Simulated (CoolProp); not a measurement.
Model: reference Helmholtz-energy equation of state, de Reuck 1990, in CoolProp.

Task: Give the vapour pressure (bar), vapour density (kg/m³), surface tension (mN/m) of saturated fluorine at 95.9, 99.6, 117.7 K.

Result: 
```csv
T (K),p (bar),vapour density (kg/m³),surface tension (mN/m)
95.9,3.02,15.5,10.5
99.6,4.14,20.8,9.56
117.7,14.3,69.9,5.09
```

Surface tension comes from a separate correlation (Mulero 2012).
